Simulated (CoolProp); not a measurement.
Vapour-liquid equilibrium of propylene (1) + R152A (2) at 200.3 K; x and y are mole fractions of (1).

Computed with CoolProp (multi-fluid Helmholtz-energy mixture model, Lemmon 2013 and Outcalt 1996; pair parameters Bell 2016).

```csv
x,"bubble pressure, mixture model (kPa)","bubble pressure, Raoult's law (kPa)","y, mixture model","y, Raoult's law"
0.05,10.36,7.273,0.426,0.187
0.125,15.17,8.849,0.633,0.385
0.2,18.60,10.43,0.718,0.523
0.275,20.99,12.00,0.763,0.624
0.35,22.63,13.58,0.790,0.702
0.425,23.74,15.15,0.809,0.764
0.5,24.52,16.73,0.822,0.814
0.575,25.11,18.31,0.834,0.856
0.65,25.62,19.88,0.845,0.890
0.725,26.09,21.46,0.859,0.920
0.8,26.56,23.03,0.879,0.946
0.875,26.99,24.61,0.908,0.968
0.95,27.26,26.19,0.953,0.988
```

The largest gap from Raoult's law is +78.3 % in bubble pressure, at x = 0.2. No azeotrope shows between x = 0.05 and 0.95.

The pair parameters rest on a limited set of measurements; away from them the model extrapolates. With so large a gap from Raoult's law the liquid may split in two, which this calculation doesn't test in full.
